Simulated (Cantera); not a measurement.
A Cantera script and its output.

```python
import numpy as np
import cantera as ct

gas = ct.Solution("h2o2.yaml")
gas.TPX = 723, 13332, {'H2': 1, 'O2': 0.847, 'N2': 3.19, 'H2O': 0.99}
flame = ct.FreeFlame(gas, width=0.16)
flame.set_refine_criteria(ratio=3, slope=0.08, curve=0.16)
flame.transport_model = "mixture-averaged"
flame.solve(loglevel=0, auto=True)
z, T = flame.grid, flame.T
thick = (T[-1] - T[0]) / np.gradient(T, z).max()
show = ['H2', 'O2', 'H2O', 'H', 'O', 'OH']
print(f"laminar burning velocity  {flame.velocity[0] * 100:.3f} cm/s")
print(f"burnt temperature         {T[-1]:.1f} K")
print(f"thermal thickness         {thick * 1e3:.4f} mm")
print(f"grid points               {len(z)}")
z0 = z[flame.heat_release_rate.argmax()]
print(f"{'z/mm':>9s}{'T/K':>9s}{'u/(m/s)':>9s}" + "".join(f"{s:>11s}" for s in show))
rows = []
for k in (-3, -2, -1.5, -1, -0.5, -0.25, 0, 0.25, 0.5, 1, 2, 4, 8):
    zz = z0 + k * thick
    rows.append([k * thick, np.interp(zz, z, T), np.interp(zz, z, flame.velocity),
                 *(np.interp(zz, z, flame.X[gas.species_index(s)]) for s in show)])
    print(f"{rows[-1][0] * 1e3:9.3f}{rows[-1][1]:9.1f}{rows[-1][2]:9.3f}" + "".join(f"{x:11.3e}" for x in rows[-1][3:]))
```

Output:

```
laminar burning velocity  570.367 cm/s
burnt temperature         1876.7 K
thermal thickness         6.3643 mm
grid points               115
     z/mm      T/K  u/(m/s)         H2         O2        H2O          H          O         OH
  -19.093    723.0    5.704  1.659e-01  1.405e-01  1.643e-01  4.052e-14  3.565e-15  4.239e-16
  -12.729    723.0    5.704  1.659e-01  1.405e-01  1.643e-01  2.078e-11  1.713e-12  2.092e-13
   -9.546    723.0    5.704  1.659e-01  1.405e-01  1.643e-01  1.723e-09  1.239e-10  1.609e-11
   -6.364    723.0    5.704  1.659e-01  1.405e-01  1.643e-01  4.014e-07  2.426e-08  4.310e-09
   -3.182    731.0    5.755  1.635e-01  1.404e-01  1.653e-01  2.534e-04  1.573e-05  2.737e-05
   -1.591    822.9    6.411  1.447e-01  1.369e-01  1.778e-01  4.023e-03  3.485e-04  3.153e-04
    0.000   1079.9    8.236  7.765e-02  1.111e-01  2.356e-01  2.258e-02  4.203e-03  2.249e-03
    1.591   1291.5    9.740  2.801e-02  7.942e-02  2.930e-01  3.092e-02  9.141e-03  6.128e-03
    3.182   1398.0   10.478  2.049e-02  7.245e-02  3.069e-01  2.566e-02  9.489e-03  8.026e-03
    6.364   1512.5   11.251  1.767e-02  6.919e-02  3.167e-01  1.752e-02  8.183e-03  9.478e-03
   12.729   1623.2   11.978  1.402e-02  6.656e-02  3.270e-01  1.031e-02  6.203e-03  1.014e-02
   25.457   1718.0   12.587  9.688e-03  6.454e-02  3.370e-01  5.128e-03  4.105e-03  9.680e-03
   50.914   1790.6   13.045  5.626e-03  6.330e-02  3.455e-01  2.046e-03  2.306e-03  8.121e-03
```

Computed with Cantera and the H2/O2 subset of GRI-Mech 3.0, which has no nitrogen chemistry. Burning velocities carry a grid error of a few per cent, more on coarse grids. Lean hydrogen flames are cellular in practice and burn faster than this planar one.
